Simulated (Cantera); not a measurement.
Input: 1 mol SiHCl3, 4.2 mol H2, at 1175 K and 23.0 mbar.

Method: chemical equilibrium by Gibbs-energy minimisation in Cantera with the NASA 1993 tables (ideal gas, pure condensed phases). Candidate condensed phases: Si; 19 gas species. The tables' values for SiCl3 are old estimates; treat these amounts as uncertain. The numbers say what is thermodynamically allowed, not how fast it happens.

Base state: H2 0.780, HCl 0.0903, SiCl4 0.0764, SiCl2 0.0238, SiHCl3 0.0156, SiCl3 0.0136, SiH2Cl2 0.000407 (mole fractions); condensed: Si(s).

Task: What changes in the equilibrium state with this change: H2 from 4.2 to 19 mol?

Result: 
```csv
species,before,after
H2,0.780,0.912
HCl,0.0903,0.0604
SiCl4,0.0764,0.0112
SiCl3,0.0136,0.00323
SiHCl3,0.0156,0.00398
SiCl2,0.0238,0.00911
SiH2Cl2,0.000407,0.000182
"Si(s), mol",0.268,0.428
```

Task: What changes in the equilibrium state with this change: H2 from 4.2 to 1400 mol?

Result: 
```
species       before    after
----------  --------  -------
H2             0.780    0.998
HCl           0.0903  0.00212
SiCl2         0.0238  1.03e-5
SiCl4         0.0764  1.41e-8
SiCl3         0.0136  1.22e-7
SiHCl3        0.0156  1.57e-7
SiH2Cl2     0.000407  2.24e-7
Si(s), mol     0.268    0.985
```
